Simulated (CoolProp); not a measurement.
Vapour-liquid equilibrium of CF4 (R14) (1) + ethane (2) at -69.85 °C; x and y are mole fractions of (1).

The numbers come from the multi-fluid Helmholtz-energy mixture model, Platzer 1990 and Bücker 2006; pair parameters Bell 2016 in CoolProp. This equation is an older, rougher fit; its heat capacities, sound speeds and derivatives of the liquid may be far off and weren't checked against measurements.

```tsv
x	bubble pressure, mixture model (MPa)	bubble pressure, Raoult's law (MPa)	y, mixture model	y, Raoult's law
0.05	0.5739	0.3262	0.550	0.267
0.125	0.8929	0.4381	0.707	0.498
0.2	1.077	0.5500	0.757	0.634
0.275	1.183	0.6620	0.780	0.724
0.35	1.249	0.7739	0.794	0.789
0.425	1.297	0.8858	0.805	0.837
0.5	1.342	0.9977	0.816	0.874
0.575	1.389	1.110	0.828	0.904
0.65	1.441	1.222	0.845	0.928
0.725	1.500	1.333	0.865	0.948
0.8	1.565	1.445	0.892	0.965
0.875	1.632	1.557	0.926	0.980
0.95	1.700	1.669	0.967	0.992
```

The largest gap from Raoult's law is +103.8 % in bubble pressure, at x = 0.125. No azeotrope shows between x = 0.05 and 0.95.

The pair parameters rest on a limited set of measurements; away from them the model extrapolates. With so large a gap from Raoult's law the liquid may split in two, which this calculation doesn't test in full.
